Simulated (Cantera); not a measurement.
Input: 1 mol MgF₂, 0.24 mol H₂, equilibrated at 877 °C and 2.00 mbar.

These are equilibrium values from Cantera (NASA tables, ideal gas, pure condensed phases), not measurements of a reactor. Candidate condensed phases: Mg, MgF₂; 17 gas species. The numbers say what is thermodynamically allowed, not how fast it happens.

Base state: H₂ 1.000, HF 0.000111, Mg 5.54e-5 (mole fractions); condensed: MgF₂(s).

What changes in the equilibrium state with this change: temperature from 877 °C to 1775 °C?


```csv
species,before,after
MgF₂,2.89e-6,0.515
HF,0.000111,0.278
Mg,5.54e-5,0.101
H₂,1.000,0.0233
MgF,4.01e-7,0.0751
F,<1e-9,4.53e-5
Mg₂F₄,<1e-9,1.39e-5
H,1.67e-6,0.00764
"MgF₂(s), mol",1.000,0
```
The tables' values for MgH are old estimates; treat these amounts as uncertain.

What changes in the equilibrium state with this change: 0.18 mol NH₃ added?


```
species         before     after
------------  --------  --------
H₂               1.000     0.850
N₂                   0     0.150
HF            0.000111  0.000105
Mg             5.54e-5   5.25e-5
MgF₂(s), mol     1.000     1.000
```
